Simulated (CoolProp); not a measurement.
A single-stage vapour-compression cycle with the fluid: evaporating at 286.15 K (dew point), condensing at 327.15 K (bubble point), superheat 0 K, subcooling 0 K, compressor efficiency 0.85, no pressure losses. The same conditions are run with several fluids, on thermodynamics alone (safety and materials aside).

Computed with CoolProp (reference Helmholtz-energy equation of state of each fluid (R143a: Lemmon and Jacobsen 2000; R1224YDZ: Akasaka 2023; chloromethane (R40): Thol 2014; R407C: Lemmon 2003; neopentane: Lemmon 2006; R123: Younglove 1994)). Blends and air are pseudo-pure fits.

```csv
fluid,cooling COP,pressure ratio,discharge temperature (K),refrigerating effect (kJ/kg),volumetric capacity (kJ/m³)
R143a,3.88,2.77,336.7,102,4140
R1224YDZ,4.86,3.94,327.2,122,755
chloromethane (R40),5.05,3.09,369.2,320,2980
R407C,3.79,3.42,347.6,131,3960
neopentane,4.72,3.45,327.1,216,790
R123,5.06,4.19,329.7,134,508
```

The compression ends wet for: R1224YDZ; neopentane.
